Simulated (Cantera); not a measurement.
Charge: 1 mol SiCl4, 2.2 mol O3, 7 mol H2, at 7.50 Torr.

Cantera equilibrium calculation (NASA polynomials, part measured and part estimated; ideal gas, pure solids and liquids). Candidate condensed phases: H2O, Si, SiO2; 30 gas species. The tables hold silica as quartz up to 1696 K and as liquid above; real silica turns to tridymite and cristobalite and melts near 1996 K. The numbers say what is thermodynamically allowed, not how fast it happens. All values below are at 1598 K.

Base state: H2O 0.511, HCl 0.443, H2 0.0448, Cl 0.000882, H 0.000113, OH 5.00e-5 (mole fractions); condensed: SiO2(β-quartz).

What changes in the equilibrium state with this change: O3 from 2.2 to 3.4 mol?


```json
[
 {"species": "H2O", "before": "0.511", "after": "0.478"},
 {"species": "HCl", "before": "0.443", "after": "0.358"},
 {"species": "O2", "before": "5.45e-7", "after": "0.146"},
 {"species": "H2", "before": "0.0448", "after": "8.11e-5"},
 {"species": "Cl", "before": "0.000882", "after": "0.0168"},
 {"species": "ClO", "before": "1.42e-9", "after": "1.40e-5"},
 {"species": "O", "before": "1.05e-7", "after": "5.40e-5"},
 {"species": "Cl2", "before": "6.59e-7", "after": "0.000238"},
 {"species": "H", "before": "0.000113", "after": "4.79e-6"},
 {"species": "SiO2(β-quartz), mol", "before": "1.000", "after": "1.00"}
]
```
